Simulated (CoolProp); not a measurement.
Octamethylcyclotetrasiloxane (D4) along the isobar 1.07 MPa: density (kg/m³) from the reference equation and from simpler models built on Tc = 313.4 °C, pc = 1.347 MPa, ω = 0.598; each cubic takes its own stable root.

Computed with CoolProp (reference Helmholtz-energy equation of state, Thol 2015).

```json
[
 {"T (°C)": "27.65", "phase": "liquid", "reference": "949.3"},
 {"T (°C)": "51.15", "phase": "liquid", "reference": "922.6"},
 {"T (°C)": "74.65", "phase": "liquid", "reference": "895.5"},
 {"T (°C)": "98.25", "phase": "liquid", "reference": "867.9"},
 {"T (°C)": "121.75", "phase": "liquid", "reference": "839.7"},
 {"T (°C)": "145.25", "phase": "liquid", "reference": "810.5"},
 {"T (°C)": "168.85", "phase": "liquid", "reference": "779.8"},
 {"T (°C)": "192.35", "phase": "liquid", "reference": "747.3"},
 {"T (°C)": "215.85", "phase": "liquid", "reference": "712.1"},
 {"T (°C)": "239.45", "phase": "liquid", "reference": "672.4"}
]
```

**Question.** How far does each simpler model (van der Waals, Redlich-Kwong, Soave-Redlich-Kwong, Peng-Robinson) lie from the reference over these 10 states: mean and median of the absolute difference, and the worst?

**Answer.** 
- van der Waals: mean 41.8 %, median 41.6 %, worst -43.2 % at 27.65 °C and 1.07 MPa
- Redlich-Kwong: mean 16.7 %, median 16.1 %, worst -19.6 % at 239.45 °C and 1.07 MPa
- Soave-Redlich-Kwong: mean 9.9 %, median 9.7 %, worst -11.7 % at 27.65 °C and 1.07 MPa
- Peng-Robinson: mean 1.8 %, median 1.9 %, worst +3.0 % at 168.85 °C and 1.07 MPa
